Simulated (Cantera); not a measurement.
Equilibrium for nitride etching: BN + Cl₂

Charge: 1 mol BN, 15 mol Cl₂, at 0.00200 bar.

Equilibrium computed with Cantera from the NASA thermochemical tables; the gas is ideal and each condensed phase is pure. Candidate condensed phases: B, BN; 10 gas species. The tables' values for BCl₂, BCl are old estimates; treat these amounts as uncertain. Rates play no part.

From 998 K to 1823 K nothing is condensed. The main B-bearing gas is BCl₃ throughout.

| T (K) | log p Cl | log p Cl₂ | log p BCl₃ | log p N₂ | log p BCl₂ |
|---|---|---|---|---|---|
| 998 | -4.80 | -2.75 | -3.88 | -4.18 | -14.54 |
| 1073 | -4.35 | -2.76 | -3.88 | -4.18 | -13.36 |
| 1148 | -3.96 | -2.77 | -3.89 | -4.19 | -12.34 |
| 1223 | -3.62 | -2.80 | -3.90 | -4.20 | -11.44 |
| 1298 | -3.35 | -2.86 | -3.93 | -4.23 | -10.64 |
| 1373 | -3.12 | -2.97 | -3.97 | -4.27 | -9.93 |
| 1448 | -2.95 | -3.13 | -4.02 | -4.32 | -9.27 |
| 1523 | -2.84 | -3.35 | -4.07 | -4.37 | -8.64 |
| 1598 | -2.78 | -3.64 | -4.11 | -4.41 | -8.02 |
| 1673 | -2.75 | -3.94 | -4.13 | -4.43 | -7.42 |
| 1748 | -2.74 | -4.25 | -4.14 | -4.44 | -6.86 |
| 1823 | -2.73 | -4.55 | -4.15 | -4.45 | -6.32 |
log p: log10 of the partial pressure in bar; nothing condenses.
